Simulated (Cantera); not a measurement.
Counterflow diffusion flame

A counterflow diffusion flame at 1.01 bar, nozzles 20 mm apart: fuel side 94.5 % CH4, 5.48 % H2 at 350 K, oxidiser side 22.0 % O2, 78.0 % N2 at 300 K, fuel mass flux 0.79 times the oxidiser's; mixture-averaged transport, no radiation.

Model: GRI-Mech 3.0 (53 species, 325 reactions), integrated in Cantera. GRI-Mech 3.0 has no aromatics or soot, which form on the fuel side of real flames. The maximum strain rate includes the flame's own expansion and is several times the mean.

```csv
oxidiser flux (kg/m²/s),max strain (1/s),mean strain (1/s),T max (K),peak x OH,peak x H,peak x NO,peak x CO,peak x C2H2
0.61,412,71.3,2061,0.00776,0.00452,0.000193,0.0504,0.0102
0.76,506,88.8,2048,0.00764,0.00461,0.000175,0.0500,0.00970
0.95,621,111,2038,0.00755,0.00472,0.000159,0.0499,0.00927
1.2,769,140,2024,0.00740,0.00480,0.000139,0.0499,0.00873
1.5,943,175,2010,0.00720,0.00484,0.000120,0.0499,0.00814
1.9,1170,222,1992,0.00692,0.00485,9.92e-5,0.0500,0.00745
2.4,1430,281,1972,0.00660,0.00481,7.90e-5,0.0503,0.00669
3,1730,351,1947,0.00615,0.00466,5.91e-5,0.0507,0.00578
3.7,2060,432,1915,0.00555,0.00437,4.04e-5,0.0511,0.00473
```
x: mole fraction; the columns are a selection and need not sum to one.
